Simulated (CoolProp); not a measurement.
Vapour-liquid equilibrium of o-xylene (1) + n-undecane (2) at 6.67 bar; x and y are mole fractions of (1).

The numbers come from the multi-fluid Helmholtz-energy mixture model, Zhou 2012 and Aleksandrov 2011; pair parameters Bell 2016 in CoolProp.

| x | bubble temperature, mixture model (°C) | bubble temperature, Raoult's law (°C) | y, mixture model | y, Raoult's law |
|---|---|---|---|---|
| 0.05 | 287.7 | 286.8 | 0.086 | 0.115 |
| 0.2 | 277.6 | 275.0 | 0.324 | 0.387 |
| 0.35 | 267.7 | 264.9 | 0.522 | 0.583 |
| 0.5 | 258.4 | 256.0 | 0.681 | 0.727 |
| 0.65 | 249.9 | 248.2 | 0.805 | 0.835 |
| 0.8 | 242.2 | 241.2 | 0.903 | 0.918 |
| 0.95 | 235.3 | 235.0 | 0.979 | 0.982 |

The largest gap from Raoult's law is +2.8 K in bubble temperature, at x = 0.35. No azeotrope shows between x = 0.05 and 0.95.

The pair parameters rest on a limited set of measurements; away from them the model extrapolates.
